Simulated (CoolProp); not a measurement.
The fluid at 298.15 K and 2.9 MPa is compressed adiabatically to 4.69 MPa with isentropic efficiency 0.75. The same conditions are run with several fluids, on thermodynamics alone (safety and materials aside).

Values from CoolProp's reference Helmholtz-energy equation of state of each fluid (R13: Platzer 1990; carbon dioxide: Span 1996; nitrous oxide: Lemmon 2006; carbon monoxide: Lemmon 2006). The equations of Platzer and Polt are older, rougher fits.

```
fluid            work (kJ/kg)  final temperature (K)    final phase  final density (kg/m³)
---------------  ------------  ---------------------  -------------  ---------------------
R13                         ?                      ?  supercritical                    303
carbon dioxide           31.8                      ?            gas                      ?
nitrous oxide            31.1                      ?            gas                   89.0
carbon monoxide          60.8                      ?  supercritical                      ?
```

Task: Complete the blanks.

Result: 
- R13, work (kJ/kg): 9.68
- R13, final temperature (K): 328.5
- carbon dioxide, final temperature (K): 341.6
- carbon dioxide, final density (kg/m³): 86.6
- nitrous oxide, final temperature (K): 340.8
- carbon monoxide, final temperature (K): 356.8
- carbon monoxide, final density (kg/m³): 44.0
